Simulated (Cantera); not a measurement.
Low-pressure radical oxidation in H2/O2

An isothermal, constant-pressure homogeneous reactor starts with 31.0 % H₂, 69.0 % O₂, at 1350 K and 170 Pa.

Computed with Cantera and the H2/O2 subset of GRI-Mech 3.0, which has no nitrogen chemistry. Radical loss at walls, strong at low pressure, is not modelled. The temperature is held fixed by assumption; the heat of reaction is taken as removed at once.

| t (s) | x H₂ | x O₂ | x HO₂ | x H | x OH | x O | x H₂O |
|---|---|---|---|---|---|---|---|
| 3.00e-6 | 0.310 | 0.690 | 9.33e-10 | 9.28e-10 | 5.34e-12 | 5.37e-12 | <1e-12 |
| 7.44e-6 | 0.310 | 0.690 | 2.32e-9 | 2.28e-9 | 3.20e-11 | 3.24e-11 | 1.21e-12 |
| 1.85e-5 | 0.310 | 0.690 | 5.74e-9 | 5.57e-9 | 1.88e-10 | 1.93e-10 | 1.78e-11 |
| 4.58e-5 | 0.310 | 0.690 | 1.42e-8 | 1.34e-8 | 1.03e-9 | 1.11e-9 | 2.49e-10 |
| 0.000114 | 0.310 | 0.690 | 3.53e-8 | 3.26e-8 | 5.14e-9 | 5.96e-9 | 3.20e-9 |
| 0.000282 | 0.310 | 0.690 | 8.75e-8 | 9.44e-8 | 2.42e-8 | 3.11e-8 | 3.77e-8 |
| 0.000698 | 0.310 | 0.690 | 2.16e-7 | 5.24e-7 | 1.66e-7 | 2.26e-7 | 5.33e-7 |
| 0.00173 | 0.310 | 0.690 | 5.32e-7 | 1.94e-5 | 6.40e-6 | 8.83e-6 | 2.77e-5 |
| 0.00430 | 0.180 | 0.620 | 6.15e-7 | 0.0605 | 0.0175 | 0.0305 | 0.0910 |
| 0.0107 | 0.0212 | 0.519 | 8.66e-7 | 0.117 | 0.0199 | 0.102 | 0.221 |
| 0.0264 | 0.0210 | 0.521 | 8.74e-7 | 0.114 | 0.0198 | 0.101 | 0.224 |
| 0.0655 | 0.0205 | 0.525 | 8.94e-7 | 0.108 | 0.0197 | 0.0968 | 0.230 |
| 0.163 | 0.0194 | 0.536 | 9.39e-7 | 0.0941 | 0.0193 | 0.0876 | 0.244 |
| 0.403 | 0.0161 | 0.559 | 1.03e-6 | 0.0647 | 0.0180 | 0.0675 | 0.275 |
| 1.00 | 0.00895 | 0.596 | 1.10e-6 | 0.0235 | 0.0138 | 0.0339 | 0.324 |
x: mole fraction; the columns are a selection and need not sum to one.

Equilibrium at this temperature and pressure: H₂ 2.30e-6, O₂ 0.633, HO₂ 5.26e-8, H 8.83e-8, OH 0.000229, O 8.19e-6, H₂O 0.367 (gas phase only).
